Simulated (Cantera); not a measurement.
# Diamond growth

A diamond (100) surface in a fixed gas of H2 with x(CH4) = 0.018, x(H) = 0.012, x(CH3) = 4.1e-05, 12.0 Torr; coverages are run to steady state.

Cantera simulation using the Harris–Goodwin 1993 mechanism for the reconstructed diamond (100) surface; the numbers are that mechanism's predictions, not measurements.

```csv
T (K),growth (µm/h),θ c6HH,θ c6H*,θ c6*H,θ c6**,θ c6HM
925,0.236,0.665,0.0122,0.314,0.00545,0.00256
1000,0.332,0.595,0.0183,0.374,0.00975,0.00178
1075,0.374,0.531,0.0254,0.426,0.0159,0.00108
1150,0.283,0.473,0.0331,0.469,0.0240,0.000449
1225,0.169,0.423,0.0412,0.502,0.0340,0.000127
1300,0.133,0.379,0.0492,0.526,0.0457,3.13e-5
1375,0.132,0.342,0.0571,0.542,0.0587,7.63e-6
```
θ: site fractions in the mechanism's names (c6HH fully hydrogenated, c6H* and c6*H radical sites, c6** diradical, c6HM methylated).
